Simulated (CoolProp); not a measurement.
c-C4F8 (RC318) along the isotherm 341.4 K: fugacity coefficient from the reference equation and from simpler models built on Tc = 388.4 K, pc = 27.78 bar, ω = 0.355; each cubic takes its own stable root.

Model: reference Helmholtz-energy equation of state, Platzer 1990, in CoolProp. This equation is an older, rougher fit; its heat capacities, sound speeds and derivatives of the liquid may be far off and weren't checked against measurements.

```tsv
p (bar)	phase	reference
0.439	gas	0.9920
0.833	gas	0.9847
1.58	gas	0.9711
2.99	gas	0.9453
5.67	gas	0.8961
10.8	liquid	0.7717
20.4	liquid	0.4303
38.6	liquid	0.2505
73.3	liquid	0.1578
139	liquid	0.1156
```

**Question.** How far does each simpler model (Redlich-Kwong, Peng-Robinson) lie from the reference over these 10 states: mean and median of the absolute difference, and the worst?

**Answer.** 
- Redlich-Kwong: mean 9.7 %, median 2.9 %, worst +26.8 % at 341.4 K and 139 bar
- Peng-Robinson: mean 1.7 %, median 1.5 %, worst -5.4 % at 341.4 K and 139 bar

At some of these states Redlich-Kwong gives the other phase, because its saturation line lies elsewhere.
